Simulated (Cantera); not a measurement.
Mixture: H₂ : O₂ : N₂ = 1 : 0.263 : 1.82 (molar parts), at 500000 Pa, adiabatic and at constant pressure. Ignition delay is the time to a rise of 400 K.

Detailed kinetics in Cantera: the H2/O2 subset of GRI-Mech 3.0, which has no nitrogen chemistry. The hydrogen kinetics of GRI-Mech 3.0 are dated; newer H2 mechanisms differ, most at raised pressure. Where the delays flatten at high temperature, the 400 K rule measures the pace of heat release, not the induction time.

What does this change do: H2 1 to 0.48 parts?


| quantity | before | after |
|---|---|---|
| delay at 1250 K | 14.7 µs | 14.4 µs |
| delay at 1450 K | 5.25 µs | 5.42 µs |
| delay at 1650 K | 3.21 µs | 3.49 µs |
| delay at 1850 K | 2.63 µs | 3.03 µs |

What does this change do: constant volume in place of constant pressure?


```
quantity          before    after
---------------  -------  -------
delay at 1250 K  14.7 µs  14.0 µs
delay at 1450 K  5.25 µs  4.87 µs
delay at 1650 K  3.21 µs  2.78 µs
delay at 1850 K  2.63 µs  2.08 µs
```
